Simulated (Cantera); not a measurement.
Input: 1 mol SiCl₄, 0.39 mol C₂H₄, 6.4 mol H₂, equilibrated at 1275 K and 0.260 bar.

Cantera equilibrium calculation (NASA polynomials, part measured and part estimated; ideal gas, pure solids and liquids). Candidate condensed phases: C, C₆H₆, C₇H₈, C₈H₁₈, Si, SiC; 109 gas species. The tables' values for SiCl₃ are old estimates; treat these amounts as uncertain. Rates play no part.

Base state: H₂ 0.665, HCl 0.292, SiCl₄ 0.0359, SiHCl₃ 0.00329, SiCl₃ 0.00218, CH₄ 0.00106, SiCl₂ 0.000862, SiH₂Cl₂ 4.19e-5 (mole fractions); condensed: C(graphite) + SiC(s).

Q: What changes in the equilibrium state with this change: temperature from 1275 K to 2025 K?

A: 
| species | before | after |
|---|---|---|
| H₂ | 0.665 | 0.596 |
| HCl | 0.292 | 0.366 |
| SiCl₂ | 0.000862 | 0.0314 |
| SiCl₄ | 0.0359 | 8.99e-5 |
| SiCl | <1e-9 | 8.57e-5 |
| Si | <1e-9 | 1.35e-5 |
| Cl | 4.40e-7 | 0.00133 |
| H | 1.18e-6 | 0.00291 |
| C(graphite), mol | 0.143 | 0.0749 |
| SiC(s), mol | 0.628 | 0.695 |
The tables' values for SiCl₃, SiCl are old estimates; treat these amounts as uncertain.

Q: What changes in the equilibrium state with this change: SiCl₄ replaced by SiHCl₃?

A: 
| species | before | after |
|---|---|---|
| H₂ | 0.665 | 0.735 |
| HCl | 0.292 | 0.239 |
| SiCl₄ | 0.0359 | 0.0204 |
| SiCl₃ | 0.00218 | 0.00159 |
| SiHCl₃ | 0.00329 | 0.00253 |
| CH₄ | 0.00106 | 0.000840 |
| C(graphite), mol | 0.143 | 0 |
| SiC(s), mol | 0.628 | 0.772 |
